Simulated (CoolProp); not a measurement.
Vapour-liquid equilibrium of fluoroethane (R161) (1) + R227EA (2) at 0.355 MPa; x and y are mole fractions of (1).

Computed with CoolProp (multi-fluid Helmholtz-energy mixture model, Wu 2012 and Lemmon 2016; pair parameters Bell 2016).

Task: Give the bubble temperature and the first vapour's composition at x = 0.15, 0.35, 0.55. Is there an azeotrope?

Result: x = 0.15: 289.1 K, y = 0.192; x = 0.35: 284.8 K, y = 0.491; x = 0.55: 278.8 K, y = 0.734. No azeotrope shows between x = 0.05 and 0.95.

The pair parameters rest on a limited set of measurements; away from them the model extrapolates.
